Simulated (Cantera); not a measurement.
Charge: 1 mol Pb, 2.1 mol H₂, held at 0.00550 bar.

Cantera equilibrium calculation (NASA polynomials, part measured and part estimated; ideal gas, pure solids and liquids). Candidate condensed phases: Pb; 4 gas species. Equilibrium is a limit: real reactors are often held back by kinetics, nucleation or transport. All values below are at 1198 K.

Base state: H₂ 0.887, Pb 0.113 (mole fractions); condensed: Pb(l).

Problem. What changes in the equilibrium state with this change: 0.0028 mol H₂S added?

Solution. 
| species | before | after |
|---|---|---|
| H₂ | 0.887 | 0.885 |
| Pb | 0.113 | 0.113 |
| PbS | 0 | 0.00112 |
| H₂S | 0 | 6.05e-5 |
| Pb(l), mol | 0.731 | 0.728 |
Further candidate phases: PbS, S.
